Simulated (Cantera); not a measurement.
Charge: 1 mol CuF2, 0.2 mol H2, held at 1.00 bar.

Cantera equilibrium calculation (NASA polynomials, part measured and part estimated; ideal gas, pure solids and liquids). Candidate condensed phases: Cu, CuF2; 15 gas species. Rates play no part. All values below are at 1500 °C.

Base state: CuF2 0.375, CuF 0.312, HF 0.312, F 0.000425, Cu 5.03e-5 (mole fractions); condensed: CuF2(l).

Task: What changes in the equilibrium state with this change: H2 from 0.2 to 26 mol?

Result: 
```json
[
 {"species": "H2", "before": "<1e-9", "after": "0.925"},
 {"species": "HF", "before": "0.312", "after": "0.0740"},
 {"species": "Cu", "before": "5.03e-5", "after": "0.000394"},
 {"species": "CuF2", "before": "0.375", "after": "<1e-9"},
 {"species": "CuF", "before": "0.312", "after": "1.83e-5"},
 {"species": "F", "before": "0.000425", "after": "3.18e-9"},
 {"species": "H", "before": "8.63e-9", "after": "0.000274"},
 {"species": "CuF2(l), mol", "before": "0.119", "after": "0"},
 {"species": "Cu(l), mol", "before": "0", "after": "0.989"}
]
```

Task: What changes in the equilibrium state with this change: H2 from 0.2 to 8.9 mol?

Result: 
```csv
species,before,after
H2,<1e-9,0.797
HF,0.312,0.202
Cu,5.03e-5,0.000394
CuF2,0.375,1.42e-9
CuF,0.312,5.38e-5
F,0.000425,9.35e-9
H,8.63e-9,0.000254
"CuF2(l), mol",0.119,0
"Cu(l), mol",0,0.996
```
